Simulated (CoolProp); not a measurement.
Vapour-liquid equilibrium of carbon monoxide (1) + methane (2) at 0.377 MPa; x and y are mole fractions of (1).

The numbers come from the multi-fluid Helmholtz-energy mixture model, Lemmon 2006 and Setzmann 1991; pair parameters Kunz 2012 in CoolProp.

```csv
x,"bubble temperature, mixture model (°C)","bubble temperature, Raoult's law (°C)","y, mixture model","y, Raoult's law"
0.05,[?],-148.1,0.303,0.321
0.2,-160.2,-158.8,0.739,0.733
0.35,[?],-165.2,0.877,0.873
0.5,-171.2,-169.5,[?],0.934
0.65,-173.7,-172.7,0.958,0.967
0.8,-175.6,-175.3,[?],0.985
0.95,-177.3,-177.3,0.994,0.997
```

### Question
What belongs in the gaps?

### Answer

- 0.05, bubble temperature, mixture model (°C): -148.2
- 0.35, bubble temperature, mixture model (°C): -167.1
- 0.5, y, mixture model: 0.931
- 0.8, y, mixture model: 0.976

The largest gap from Raoult's law is -1.9 K in bubble temperature, at x = 0.35. No azeotrope shows between x = 0.05 and 0.95.

The pair parameters rest on a limited set of measurements; away from them the model extrapolates.
